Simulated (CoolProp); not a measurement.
Vapour-liquid equilibrium of toluene (1) + n-decane (2) at 243.75 °C; x and y are mole fractions of (1).

Computed with CoolProp (multi-fluid Helmholtz-energy mixture model, Lemmon 2006 and Lemmon 2006; pair parameters Bell 2016).

| x | bubble pressure, mixture model (bar) | bubble pressure, Raoult's law (bar) | y, mixture model | y, Raoult's law |
|---|---|---|---|---|
| 0.05 | 4.952 | 5.044 | 0.118 | 0.151 |
| 0.15 | 5.907 | 6.119 | 0.313 | 0.374 |
| 0.25 | 6.924 | 7.193 | 0.464 | 0.530 |
| 0.35 | 7.979 | 8.267 | 0.581 | 0.646 |
| 0.45 | 9.053 | 9.341 | 0.675 | 0.735 |
| 0.55 | 10.14 | 10.42 | 0.752 | 0.805 |
| 0.65 | 11.24 | 11.49 | 0.818 | 0.863 |
| 0.75 | 12.35 | 12.56 | 0.875 | 0.910 |
| 0.85 | 13.48 | 13.64 | 0.928 | 0.950 |
| 0.95 | 14.65 | 14.71 | 0.976 | 0.985 |

The largest gap from Raoult's law is -3.7 % in bubble pressure, at x = 0.25. No azeotrope shows between x = 0.05 and 0.95.

Pair parameters are fitted to limited data, so mixtures are less certain than the pure fluids.
